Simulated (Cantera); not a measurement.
An isothermal plug-flow reactor at 850 K and 1.10 bar (inlet), inlet velocity 3.9 m/s, active area per volume 680 1/m; feed CH₄ : O₂ : N₂ : H₂O = 0.0048 : 0.016 : 0.79 : 0.0078 (molar parts).

Detailed kinetics in Cantera: Deutschmann's 1995 Pt surface mechanism with GRI-Mech 3.0 gas chemistry. Catalytic surfaces can have several steady states; this one follows from the mechanism file's or the stated starting coverage. Mass transfer to the wall is taken as infinitely fast.

Problem. Predict: x(CH₄) at z = 0.026 m; x(O₂) at z = 0.026 m; x(H₂O) at z = 0.026 m; x(CO₂) at z = 0.026 m; x(CO) at z = 0.026 m; θ(free Pt) at the exit; θ(O*) at the exit; θ(OH*) at the exit.

Solution. 
- x(CH₄) at z = 0.026 m: 0.00541
- x(O₂) at z = 0.026 m: 0.0186
- x(H₂O) at z = 0.026 m: 0.0104
- x(CO₂) at z = 0.026 m: 0.000451
- x(CO) at z = 0.026 m: 1.36e-6
- θ(free Pt) at the exit: 0.114
- θ(O*) at the exit: 0.883
- θ(OH*) at the exit: 0.00282
